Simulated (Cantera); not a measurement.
A Cantera script and what it prints.

```python
import numpy as np
import cantera as ct

gas_names = """
    H HO2 H2 H2O H2O2 O OH O2 O3 Pb PbO Pb2
""".split()
cond_names = """
    H2O(s) H2O(L) Pb(cr) Pb(L) PbO(rd) PbO(yw) PbO(L) PbO2(s) Pb3O4(s)
""".split()


# ... load() reads the species with a 1 bar reference pressure and builds the phases ...
atoms = {
    'PbO': {'Pb': 1, 'O': 1},
    'H2': {'H': 2},
}
top_T = {'Pb3O4(s)': 820}  # K; cautious upper limits of use, not melting points


# ... equilibrate(T, P, feed) seeds the gas with the atoms and calls Mixture.equilibrate('TP', solver="vcs", rtol=1e-11, max_steps=5000) ...
results = []
feed = {'PbO': 1, 'H2': 2.2}  # mol
P = 770  # Pa
for T in [1750, 1775, 1800, 1825, 1850, 1875, 1900, 1925, 1950, 1975, 2000, 2025, 2050, 2075]:
    mix = equilibrate(T, P, feed)
    results.append((T, P, feed, dict(zip(mix.species_names, mix.species_moles))))

top = {s: max(r[3][s] / sum(r[3][g] for g in gas_names) for r in results) for s in gas_names}
cols = sorted((s for s in top if top[s] > 0.0001), key=lambda s: -top[s])[:9]
seen = [c for c in cond_names if any(r[3].get(c, 0) > 1e-12 for r in results)]
print("log10 of partial pressures in bar; condensed amounts in mol")
print(f"{'T/K':>10s}" + "".join(f"{s[:9]:>10s}" for s in cols + seen))
for T, P, feed, n in results:
    ng = sum(n[g] for g in gas_names)
    print(f"{T:10.4g}" + "".join(f"{np.log10(max(n[s] / ng * P / 1e5, 1e-99)):10.3f}" for s in cols)
          + "".join(f"{n.get(c, 0):10.4g}" for c in seen))
```

Result:

```
log10 of partial pressures in bar; condensed amounts in mol
       T/K        H2        Pb       H2O         H        OH       PbO
      1750    -2.540    -2.620    -2.620    -4.904    -6.215    -5.501
      1775    -2.541    -2.620    -2.620    -4.809    -6.094    -5.450
      1800    -2.541    -2.620    -2.620    -4.716    -5.976    -5.399
      1825    -2.541    -2.620    -2.620    -4.627    -5.861    -5.350
      1850    -2.542    -2.620    -2.621    -4.539    -5.750    -5.303
      1875    -2.542    -2.621    -2.621    -4.455    -5.642    -5.257
      1900    -2.543    -2.621    -2.622    -4.372    -5.536    -5.211
      1925    -2.544    -2.621    -2.622    -4.291    -5.433    -5.168
      1950    -2.544    -2.622    -2.623    -4.213    -5.333    -5.125
      1975    -2.546    -2.622    -2.623    -4.137    -5.235    -5.084
      2000    -2.547    -2.623    -2.624    -4.062    -5.140    -5.043
      2025    -2.548    -2.624    -2.625    -3.990    -5.048    -5.004
      2050    -2.550    -2.624    -2.627    -3.919    -4.957    -4.966
      2075    -2.552    -2.625    -2.628    -3.850    -4.869    -4.928
```

Equilibrium computed with Cantera from the NASA thermochemical tables; the gas is ideal and each condensed phase is pure.
